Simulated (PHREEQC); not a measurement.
PHREEQC input (ion-association model, wateq4f.dat):

```
SOLUTION_MASTER_SPECIES
  An  An-  0  An  62.0  # stands for a non-complexing anion
SOLUTION_SPECIES
  An- = An-
    -log_k 0
    -gamma 3.0 0
PHASES
  Fix_H+
    H+ = H+
    -log_k 0
SOLUTION 1
  temp 25
  units mmol/kgw
  pH 7 charge
  Cl 14
  Cu(2) 7
  Na 10
  An 10
END
SELECTED_OUTPUT 1
  -reset false
  -pH true
  -pe true
  -ionic_strength true
  -water true
  -totals Cl Cu Na Cu(1) Cu(2)
  -molalities Hfo_wOH Hfo_wOH2+ Hfo_wO- Hfo_sOH Hfo_sOH2+ Hfo_sO- Hfo_sOCu+ Hfo_wOCu+
  -saturation_indices Cu(OH)2 Atacamite Halite
USER_PUNCH 1
  -headings sigma psi
  10 PUNCH EDL("sigma", "Hfo"), EDL("psi", "Hfo")
PRINT
  -reset false
USE solution 1
SURFACE 1
  Hfo_wOH 0.00853933 600 3.8
  Hfo_sOH 0.000213483
EQUILIBRIUM_PHASES 1
  Fix_H+ -3 HAn 10
    -force_equality true
  O2(g) -0.68 10
END
# ... the last block is repeated for the other 12 points of pH, with NaOH or the acid as the point needs
```

Selected output (columns that matter, 13 of 13 rows; pH added in front):

```
pH	mu	Cl	Cu	Na	m_Hfo_wOH	m_Hfo_wOH2+	m_Hfo_wO-	m_Hfo_sOH	m_Hfo_sOH2+	si_Cu(OH)2	si_Atacamite	si_Halite	sigma	psi
3	0.035953	0.014	0.0069686	0.01	0.00041834	0.0081146	4.9407e-07	9.2184e-06	0.00017881	-5.0876	-5.1718	-5.5936	0.3523	0.1776
3.67	0.03386	0.014	0.0067368	0.01	0.0013968	0.0070263	6.361e-06	9.9843e-06	5.0225e-05	-3.7563	-3.1772	-5.59	0.31036	0.17264
4.33	0.029423	0.014	0.005567	0.01	0.0028721	0.0043984	4.2964e-05	2.489e-06	3.8117e-06	-2.5055	-1.3306	-5.5812	0.24514	0.16415
5	0.024261	0.013999	0.0029118	0.013126	0.0032836	0.0011682	0.00021145	9.2189e-07	3.2796e-07	-1.4298	0.158	-5.4508	0.21352	0.16202
5.67	0.022764	0.013998	0.0013728	0.016219	0.0022417	0.00015897	0.00072415	4.5198e-07	3.2052e-08	-0.4184	1.5134	-5.3545	0.21422	0.16382
6.33	0.022249	0.013998	0.00077014	0.017823	0.0010607	1.7854e-05	0.0014437	1.9261e-07	3.242e-09	0.5769	2.8452	-5.3119	0.20329	0.16172
7	0.022301	0.013998	0.00079608	0.019133	0.00045022	2.2158e-06	0.0020957	8.2104e-08	4.0407e-10	1.4812	3.9841	-5.281	0.17392	0.15368
7.67	0.022663	0.013998	0.0012863	0.02079	0.00025434	5.3242e-07	0.0027834	5.0481e-08	1.0568e-10	2.0634	4.4781	-5.2456	0.12399	0.13601
8.33	0.023162	0.013998	0.0018704	0.022253	0.00020159	2.7219e-07	0.0034203	4.4723e-08	6.0386e-11	2.306	4.3027	-5.2172	0.072285	0.10823
9	0.023584	0.013998	0.0022901	0.023154	0.00018343	1.998e-07	0.003858	4.4454e-08	4.8421e-11	2.4015	3.8233	-5.2009	0.035985	0.074115
9.67	0.023882	0.013998	0.0025407	0.023711	0.00017472	1.6986e-07	0.0041173	4.4816e-08	4.3569e-11	2.4471	3.2441	-5.1913	0.014394	0.037402
10.33	0.024249	0.013998	0.0027072	0.024248	0.00016942	1.5331e-07	0.004289	4.5209e-08	4.091e-11	2.4743	2.638	-5.1824	7.1496e-05	0.00020108
11	0.025366	0.013998	0.0028819	0.025542	0.00016442	1.3859e-07	0.0044686	4.5816e-08	3.8618e-11	2.4991	2.0163	-5.1622	-0.014931	-0.03761
```

Along this series the solution becomes supersaturated in solids that the run did not let form, among them Cu(OH)2, Atacamite. The database's constant for dissolved Cu(OH)2 is higher than later reviews accept. The oxide is taken as insoluble; below pH 4 it would dissolve.
